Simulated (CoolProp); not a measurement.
A simple Rankine cycle with chlorine: condensing at 314.15 K, boiler at 5.68 MPa, turbine inlet 411.8 K, turbine efficiency 0.9, pump efficiency 0.8, no recuperator. Each further row changes one setting.

The numbers come from the reference Helmholtz-energy equation of state, Thol 2021 in CoolProp.

| case | thermal efficiency (%) | net work (kJ/kg) | heat in (kJ/kg) | turbine exit temperature (K) | volume ratio over the turbine |
|---|---|---|---|---|---|
| as stated | (withheld) | (withheld) | 240 | 314.2 | 4.16 |
| turbine inlet 431.8 K | (withheld) | 41.8 | 261 | 314.2 | 3.84 |
| condensing temperature 306.15 K | 16.8 | 41.7 | 248 | 306.2 | (withheld) |
| boiler pressure 3.98 MPa | 13.1 | 34.7 | (withheld) | 314.2 | 2.75 |
| turbine efficiency 0.8 | 13.5 | (withheld) | 240 | 314.2 | 4.25 |

**Question.** What belongs in the gaps?

**Answer.** 
- as stated, thermal efficiency (%): 15.4
- as stated, net work (kJ/kg): 37.1
- turbine inlet 431.8 K, thermal efficiency (%): 16.0
- condensing temperature 306.15 K, volume ratio over the turbine: 4.99
- boiler pressure 3.98 MPa, heat in (kJ/kg): 264
- turbine efficiency 0.8, net work (kJ/kg): 32.5

The expansion ends wet for: as stated; turbine inlet 431.8 K; condensing temperature 306.15 K; boiler pressure 3.98 MPa; turbine efficiency 0.8.
